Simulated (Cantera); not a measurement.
**Transport properties of process gases**

Gas mixture: O2 : N2 : N2O = 0.83 : 0.23 : 0.96 (molar parts), at 0.00188 atm, frozen composition.

Cantera's kinetic-theory transport with the Lennard-Jones parameters of GRI-Mech 3.0, ideal gas; thermal conductivity in the multicomponent form.

```
T (K)  ρ (kg/m³)  cp (J/kg/K)  μ (µPa s)  λ (mW/m/K)     Pr  D (cm²/s) CH4  D (cm²/s) CO2  D (cm²/s) H2O
-----  ---------  -----------  ---------  ----------  -----  -------------  -------------  -------------
400      0.00213        966.6       21.9        29.2  0.725            176            120            181
500      0.00170         1019       26.1        36.6  0.727            261            180            278
600      0.00142         1064       30.0        43.7  0.729            359            249            392
700      0.00122         1103       33.5        50.7  0.729            469            326            521
800      0.00106         1137       36.9        57.5  0.730            589            412            663
900     0.000946         1166       40.0        64.0  0.730            719            504            819
1000    0.000851         1189       43.1        70.2  0.730            859            604            988
```
D: mixture-averaged diffusion coefficient of that species in the mixture.
